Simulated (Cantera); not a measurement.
Feed: 1 mol SiO2, 0.3 mol CH4, 1.9 mol H2, 5.5 mol C, held at 1848.15 K and 75.0 Torr.

Cantera equilibrium calculation (NASA polynomials, part measured and part estimated; ideal gas, pure solids and liquids). Candidate condensed phases: C, C6H6, C7H8, C8H18, H2O, Si, SiC, SiO2; 123 gas species. The numbers say what is thermodynamically allowed, not how fast it happens.

Base state: H2 0.554, CO 0.441, SiO 0.00281, H 0.00125, C2H2 (acetylene) 0.000143, CH4 2.02e-5 (mole fractions); condensed: C(graphite) + SiC(s).

Problem. What changes in the equilibrium state with this change: temperature from 1848.15 K to 1000 K?

Solution. 
```json
[
 {"species": "H2", "before": "0.554", "after": "0.991"},
 {"species": "CH4", "before": "2.02e-5", "after": "0.00937"},
 {"species": "CO", "before": "0.441", "after": "1.25e-6"},
 {"species": "SiO", "before": "0.00281", "after": "<1e-9"},
 {"species": "H", "before": "0.00125", "after": "7.14e-9"},
 {"species": "C2H2 (acetylene)", "before": "0.000143", "after": "1.13e-9"},
 {"species": "C(graphite), mol", "before": "2.82", "after": "5.78"},
 {"species": "SiC(s), mol", "before": "0.987", "after": "0"},
 {"species": "SiO2(β-quartz), mol", "before": "0", "after": "1.000"}
]
```
